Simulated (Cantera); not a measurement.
What does this Cantera script print?

```python
import numpy as np
import cantera as ct

gas_names = """
    N NO NO2 NO3 N2 N2O O O2 O3 Si SiN SiO SiO2 Si2 Si2N Si3
""".split()
cond_names = """
    Si(cr) Si(L) SiO2(Lqz) SiO2(hqz) SiO2(L) Si2N2O(s) Si3N4(a)
""".split()


def load(file, names, dense=False):
    # The tables refer to 1 bar. Condensed volumes are neglected.
    table = {s.name: s for s in ct.Species.list_from_file(file)}
    out = []
    for n in names:
        d = dict(table[n].input_data)
        d["thermo"] = dict(d["thermo"], **{"reference-pressure": 1e5})
        if dense:
            d["equation-of-state"] = {"model": "constant-volume", "density": "1e6 g/cm^3"}
        out.append(ct.Species.from_dict(d))
    return out


gas = ct.Solution(thermo="ideal-gas", species=load("nasa_gas.yaml", gas_names))
cond = {s.name: ct.Solution(thermo="fixed-stoichiometry", species=[s], name=s.name)
        for s in load("nasa_condensed.yaml", cond_names, dense=True)}
atoms = {
    'Si': {'Si': 1},
    'O2': {'O': 2},
    'N2': {'N': 2},
}
top_T = {'Si2N2O(s)': 2100, 'Si3N4(a)': 2400}  # K; cautious upper limits of use, not melting points


def equilibrate(T, P, feed):
    n = {}
    for name, mol in feed.items():
        for a, k in atoms[name].items():
            n[a] = n.get(a, 0.0) + k * mol
    gas.TPX = T, P, n
    mass = sum(n.values()) * gas.mean_molecular_weight
    gas.equilibrate("TP")
    valid = [c for c in cond.values() if c.min_temp <= T <= top_T.get(c.name, c.max_temp)]
    mix = ct.Mixture([(gas, mass / gas.mean_molecular_weight)] + [(c, 0.0) for c in valid])
    mix.T, mix.P = T, P
    mix.equilibrate("TP", solver="vcs", rtol=1e-11, max_steps=5000)
    return mix


results = []
feed = {'Si': 1, 'O2': 0.42, 'N2': 160}  # mol
P = 36  # Pa
for T in [1625, 1675, 1725, 1775, 1825, 1875, 1925, 1975, 2025, 2075, 2125]:
    mix = equilibrate(T, P, feed)
    results.append((T, P, feed, dict(zip(mix.species_names, mix.species_moles))))

top = {s: max(r[3][s] / sum(r[3][g] for g in gas_names) for r in results) for s in gas_names}
cols = sorted((s for s in top if top[s] > 1e-05), key=lambda s: -top[s])[:5]
seen = [c for c in cond_names if any(r[3].get(c, 0) > 1e-12 for r in results)]
print("log10 of partial pressures in bar; condensed amounts in mol")
print(f"{'T/K':>10s}" + "".join(f"{s[:9]:>10s}" for s in cols + seen))
for T, P, feed, n in results:
    ng = sum(n[g] for g in gas_names)
    print(f"{T:10.4g}" + "".join(f"{np.log10(max(n[s] / ng * P / 1e5, 1e-99)):10.3f}" for s in cols)
          + "".join(f"{n.get(c, 0):10.4g}" for c in seen))
```

Result:

```
log10 of partial pressures in bar; condensed amounts in mol
       T/K        N2       SiO        Si      Si2N       SiN    Si(cr)
      1625    -3.446    -5.726    -6.788    -8.380    -8.616   0.08181
      1675    -3.446    -5.726    -6.470    -8.226    -8.374         0
      1725    -3.446    -5.726    -6.458    -8.655    -8.434         0
      1775    -3.446    -5.726    -6.453    -9.074    -8.498         0
      1825    -3.446    -5.726    -6.451    -9.474    -8.560         0
      1875    -3.446    -5.726    -6.450    -9.855    -8.619         0
      1925    -3.446    -5.726    -6.449   -10.216    -8.676         0
      1975    -3.446    -5.726    -6.449   -10.560    -8.730         0
      2025    -3.446    -5.726    -6.449   -10.887    -8.782         0
      2075    -3.446    -5.726    -6.448   -11.198    -8.831         0
      2125    -3.446    -5.726    -6.448   -11.495    -8.878         0
```

Method: chemical equilibrium by Gibbs-energy minimisation in Cantera with the NASA 1993 tables (ideal gas, pure condensed phases). The tables' values for SiN are old estimates; treat these amounts as uncertain.
